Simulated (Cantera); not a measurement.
# Moist CO burnout

An isothermal, constant-pressure homogeneous reactor starts with CO : O₂ : H₂O : N₂ = 0.0078 : 0.011 : 0.0021 : 1 (molar parts), equivalence ratio 0.35, at 1300 K and 4.93 atm.

Computed with Cantera and GRI-Mech 3.0 (53 species, 325 reactions).

```
t (s)         x CO     x O₂    x H₂O     x N₂O    x H₂O₂     x OH
--------  --------  -------  -------  --------  --------  -------
0.000400   0.00764   0.0108  0.00206  2.22e-10  1.90e-11  2.55e-8
0.00108    0.00754   0.0107  0.00205   4.82e-8   4.83e-8  5.35e-6
0.00292    0.00455  0.00921  0.00202   1.42e-6   8.26e-8  1.94e-5
0.00787    0.00149  0.00771  0.00205   2.73e-6   3.45e-8  1.23e-5
0.0213    0.000280  0.00711  0.00206   3.30e-6   7.39e-9  6.58e-6
0.0574     2.85e-5  0.00699  0.00206   2.95e-6   1.24e-9  3.25e-6
0.155      1.70e-6  0.00698  0.00206   1.63e-6  2.48e-10  1.48e-6
0.418      6.13e-8  0.00698  0.00206   3.12e-7  6.66e-11  7.68e-7
1.13       7.64e-9  0.00698  0.00206   1.84e-8  2.31e-11  4.52e-7
3.05       6.32e-9  0.00698  0.00206   1.34e-8  2.12e-11  4.32e-7
8.23       6.32e-9  0.00698  0.00206   1.34e-8  2.12e-11  4.32e-7
22.2       6.32e-9  0.00698  0.00206   1.34e-8  2.12e-11  4.32e-7
60.0       6.32e-9  0.00698  0.00206   1.34e-8  2.12e-11  4.32e-7
```
x: mole fraction; the columns are a selection and need not sum to one.

Equilibrium at this temperature and pressure: CO 6.34e-9, O₂ 0.00694, H₂O 0.00206, N₂O 1.34e-8, H₂O₂ 2.11e-11, OH 4.31e-7 (gas phase only).
